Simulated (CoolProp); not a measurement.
Aqueous ammonia as a coolant, 18 % by mass, freezing at -30.6 °C, 1 atm.

The numbers come from the Melinder's fits for secondary coolants in CoolProp.

```
T (°C)  viscosity (mPa s)  Prandtl number  density (kg/m³)  cp (kJ/(kg K))
------  -----------------  --------------  ---------------  --------------
-27            (withheld)            70.5       (withheld)           4.280
-21.7                5.13            52.6            943.6           4.267
-16.4                4.04            40.4            942.3           4.256
-11.2                3.27            32.0            940.9           4.246
-5.9                 2.69            25.8            939.4           4.237
-0.7                 2.27            21.2            937.7           4.229
4.6                  1.92            17.6            935.8           4.222
9.9                  1.65            14.8            933.7           4.216
15.1           (withheld)            12.6            931.6           4.211
20.4                 1.24            10.7            929.2           4.206
```

Q: Fill in the missing entries.

A: 
- -27, viscosity (mPa s): 6.70
- -27, density (kg/m³): 944.6
- 15.1, viscosity (mPa s): 1.43
